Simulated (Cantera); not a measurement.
What does this Cantera script print?

```python
import numpy as np
import cantera as ct

gas_names = """
    B BH BH2 BH3 BN BO BO2 B2 B2O B2O2 B2O3 B3O3H3 H HBO HBO2 HNO HNO2 HNO3 HO2 H2 H2O H2O2 H3B3O6 N NH
    NH2 NH3 NH2OH NO NO2 NO3 N2 N2H2 N2H4 N2O O OH O2 O3
""".split()
cond_names = """
    B(b) B(L) BN(s) B2O3(L) B3O3H3(cr) H2O(s) H2O(L)
""".split()


def load(file, names, dense=False):
    # The tables refer to 1 bar. Condensed volumes are neglected.
    table = {s.name: s for s in ct.Species.list_from_file(file)}
    out = []
    for n in names:
        d = dict(table[n].input_data)
        d["thermo"] = dict(d["thermo"], **{"reference-pressure": 1e5})
        if dense:
            d["equation-of-state"] = {"model": "constant-volume", "density": "1e6 g/cm^3"}
        out.append(ct.Species.from_dict(d))
    return out


gas = ct.Solution(thermo="ideal-gas", species=load("nasa_gas.yaml", gas_names))
cond = {s.name: ct.Solution(thermo="fixed-stoichiometry", species=[s], name=s.name)
        for s in load("nasa_condensed.yaml", cond_names, dense=True)}
atoms = {
    'B2H6': {'B': 2, 'H': 6},
    'H2O': {'H': 2, 'O': 1},
    'N2': {'N': 2},
    'NH3': {'N': 1, 'H': 3},
}
top_T = {'BN(s)': 3200}  # K; cautious upper limits of use, not melting points


def equilibrate(T, P, feed):
    n = {}
    for name, mol in feed.items():
        for a, k in atoms[name].items():
            n[a] = n.get(a, 0.0) + k * mol
    gas.TPX = T, P, n
    mass = sum(n.values()) * gas.mean_molecular_weight
    gas.equilibrate("TP")
    valid = [c for c in cond.values() if c.min_temp <= T <= top_T.get(c.name, c.max_temp)]
    mix = ct.Mixture([(gas, mass / gas.mean_molecular_weight)] + [(c, 0.0) for c in valid])
    mix.T, mix.P = T, P
    mix.equilibrate("TP", solver="vcs", rtol=1e-11, max_steps=5000)
    return mix


results = []
T = 1500  # K
P = 33000  # Pa
for m in [0.075, 0.15, 0.31, 0.63, 1.3, 2.6, 5.2]:
    feed = {'B2H6': 1, 'H2O': m, 'N2': 5.7, 'NH3': 6.5}  # mol
    mix = equilibrate(T, P, feed)
    results.append((T, P, feed, dict(zip(mix.species_names, mix.species_moles))))
    x = sorted(zip(gas.X, gas.species_names), reverse=True)
    print(f"T = {T:g} K  P = {P:g} Pa  n(H2O) = {m:g} mol  gas = {mix.phase_moles(0):.4g} mol")
    print("   x: " + "  ".join(f"{s} {v:.3e}" for v, s in x if v > 0.001))
    print("   condensed (mol): " + ("  ".join(f"{mix.phase(i).name} {mix.phase_moles(i):.4g}"
          for i in range(1, mix.n_phases) if mix.phase_moles(i) > 1e-12) or "none"))
```

Output:

```
T = 1500 K  P = 33000 Pa  n(H2O) = 0.075 mol  gas = 20.8 mol
   x: H2 6.145e-01  N2 3.828e-01  H2O 1.576e-03
   condensed (mol): BN(s) 1.977
T = 1500 K  P = 33000 Pa  n(H2O) = 0.15 mol  gas = 20.9 mol
   x: H2 6.135e-01  N2 3.816e-01  H2O 2.394e-03  HBO2 2.066e-03
   condensed (mol): BN(s) 1.946  B2O3(L) 0.001108
T = 1500 K  P = 33000 Pa  n(H2O) = 0.31 mol  gas = 21.12 mol
   x: H2 6.149e-01  N2 3.803e-01  H2O 2.397e-03  HBO2 2.067e-03
   condensed (mol): BN(s) 1.84  B2O3(L) 0.05391
T = 1500 K  P = 33000 Pa  n(H2O) = 0.63 mol  gas = 21.54 mol
   x: H2 6.175e-01  N2 3.777e-01  H2O 2.401e-03  HBO2 2.069e-03
   condensed (mol): BN(s) 1.627  B2O3(L) 0.1595
T = 1500 K  P = 33000 Pa  n(H2O) = 1.3 mol  gas = 22.44 mol
   x: H2 6.226e-01  N2 3.725e-01  H2O 2.410e-03  HBO2 2.072e-03
   condensed (mol): BN(s) 1.183  B2O3(L) 0.3806
T = 1500 K  P = 33000 Pa  n(H2O) = 2.6 mol  gas = 24.17 mol
   x: H2 6.314e-01  N2 3.637e-01  H2O 2.425e-03  HBO2 2.079e-03
   condensed (mol): BN(s) 0.3201  B2O3(L) 0.8096
T = 1500 K  P = 33000 Pa  n(H2O) = 5.2 mol  gas = 27.06 mol
   x: H2 5.820e-01  N2 3.308e-01  H2O 7.545e-02  HBO2 1.160e-02
   condensed (mol): B2O3(L) 0.8384
```

Equilibrium computed with Cantera from the NASA thermochemical tables; the gas is ideal and each condensed phase is pure. The feed counts by its element totals alone. Mutual solubility and eutectic melting of coexisting phases are not modelled. Gases not in the tables: H3BO3.
